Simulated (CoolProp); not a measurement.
Vapour-liquid equilibrium of acetone (1) + n-hexane (2) at 28.25 °C; x and y are mole fractions of (1).

Computed with CoolProp (multi-fluid Helmholtz-energy mixture model, Lemmon 2006 and Thol 2019; pair parameters Bell 2016).

```
x      bubble pressure (kPa)  y at the bubble point  dew pressure at overall composition x (kPa)  liquid density (mol/L)
-----  ---------------------  ---------------------  -------------------------------------------  ----------------------
0.05                   30.71                  0.275                                        24.27                   7.723
0.125                  37.72                  0.441                                        26.11                   7.979
0.2                    41.56                  0.515                                        28.23                   8.256
0.275                  43.62                  0.554                                        30.70                   8.557
0.35                   44.68                  0.576                                        33.58                   8.885
0.425                  45.23                  0.591                                        36.94                   9.242
0.5                    45.52                  0.602                                        40.78                   9.634
0.575                  45.67                  0.613                                        44.63                   10.06
0.65                   45.68                  0.627                                        45.41                   10.53
0.725                  45.45                  0.648                                        43.53                   11.05
0.8                    44.73                  0.682                                        41.20                   11.62
0.875                  43.02                  0.742                                        38.87                   12.25
0.95                   39.43                  0.857                                        36.66                   12.94
```

y crosses x between x = 0.575 and 0.65: the model has an azeotrope there.

The pair parameters rest on a limited set of measurements; away from them the model extrapolates. With so large a gap from Raoult's law the liquid may split in two, which this calculation doesn't test in full.
